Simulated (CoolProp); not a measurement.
A single-stage vapour-compression cycle with hydrogen sulfide: evaporating at 204.15 K (dew point), condensing at 263.15 K (bubble point), superheat 0 K, subcooling 5 K, compressor efficiency 0.6, no pressure losses. Each further row changes one setting.

Model: reference Helmholtz-energy equation of state, Lemmon 2006, in CoolProp. It is a short technical equation, of lower accuracy than the large ones.

| case | cooling COP | pressure ratio | discharge temperature (K) | refrigerating effect (kJ/kg) | volumetric capacity (kJ/m³) |
|---|---|---|---|---|---|
| as stated | 1.61 | 11.9 | 478.5 | 448 | 583 |
| evaporating temperature 209.15 K | 1.86 | 9.10 | 451.0 | 452 | 756 |
| condensing temperature 258.15 K | 1.80 | 10.1 | 456.2 | 458 | 597 |
| subcooling 10 K | 1.65 | 11.9 | 478.5 | 458 | 596 |
| superheat 10 K | 1.57 | 11.9 | 500.5 | 458 | 567 |
| compressor efficiency 0.5 | 1.34 | 11.9 | 528.5 | 448 | 583 |
